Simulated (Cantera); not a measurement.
Input (Python, Cantera):

```python
import numpy as np
import cantera as ct

gas = ct.Solution("gri30.yaml")
gas.TPX = 1273, 100000, {'CH4': 0.011, 'O2': 0.012, 'N2': 1}
inlet = ct.Reservoir(gas, clone=True)

reactor = ct.IdealGasConstPressureReactor(gas, energy="off", clone=False)
exhaust = ct.Reservoir(gas, clone=True)
tau = [0.42, 0.26, 0.16, 0.098, 0.061, 0.037, 0.023, 0.014, 0.0088][0]
for a, b in ((inlet, reactor), (reactor, exhaust)):
    ct.MassFlowController(a, b, mdot=lambda t: reactor.mass / tau)
net = ct.ReactorNet([reactor])
show = ['CH4', 'O2', 'HCN', 'N2O', 'CH2CO', 'NO']

rows = []
print(f"{'tau/s':>10s}{'T/K':>9s}" + "".join(f"{s:>11s}" for s in show))
for tau in [0.42, 0.26, 0.16, 0.098, 0.061, 0.037, 0.023, 0.014, 0.0088]:
    net.initial_time = 0.0
    net.advance(30 * tau)
    before = gas.X
    net.advance(40 * tau)
    drift = np.max(np.abs(gas.X - before) / (gas.X + 1e-9))
    rows.append([gas.T, *gas[show].X, drift])
    print(f"{tau:10.3e}{gas.T:9.1f}" + "".join(f"{x:11.3e}" for x in gas[show].X))
```

It prints:

```
     tau/s      T/K        CH4         O2        HCN        N2O      CH2CO         NO
 4.200e-01   1273.0  2.635e-03  2.575e-03  9.411e-09  9.220e-09  3.144e-05  2.451e-09
 2.600e-01   1273.0  3.164e-03  3.585e-03  5.190e-09  1.024e-08  4.263e-05  1.916e-09
 1.600e-01   1273.0  1.049e-02  1.157e-02  1.314e-14  9.340e-10  6.401e-07  1.899e-13
 9.800e-02   1273.0  1.066e-02  1.168e-02  1.880e-15  3.703e-10  5.161e-08  3.195e-14
 6.100e-02   1273.0  1.072e-02  1.171e-02  5.917e-16  1.590e-10  6.139e-09  9.599e-15
 3.700e-02   1273.0  1.074e-02  1.172e-02  2.382e-16  7.141e-11  8.667e-10  3.694e-15
 2.300e-02   1273.0  1.074e-02  1.173e-02  1.108e-16  3.654e-11  1.545e-10  1.697e-15
 1.400e-02   1273.0  1.075e-02  1.173e-02  4.983e-17  1.964e-11  2.467e-11  7.741e-16
 8.800e-03   1273.0  1.075e-02  1.173e-02  2.210e-17  1.154e-11  3.651e-12  3.574e-16
```

Model: GRI-Mech 3.0 (53 species, 325 reactions), integrated in Cantera.
